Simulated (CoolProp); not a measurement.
A Linde-Hampson liquefier for ethane: isothermal reversible compression at 320 K from 1 atm to 10 MPa, throttling to 1 atm, return gas leaving the recuperator 0 K below the feed. Each further row changes one setting.

Model: reference Helmholtz-energy equation of state, Bücker 2006, in CoolProp.

```
case                        liquid yield per pass  compression work (kJ/kg of gas)
--------------------------  ---------------------  -------------------------------
as stated                              (withheld)                              338
high pressure 20 MPa                   (withheld)                              366
warm-end temperature 350 K             (withheld)                              395
warm-end gap 5 K                            0.426                              338
```

### Question
Some entries are withheld; supply them.

### Answer

- as stated, liquid yield per pass: 0.433
- high pressure 20 MPa, liquid yield per pass: 0.465
- warm-end temperature 350 K, liquid yield per pass: 0.288
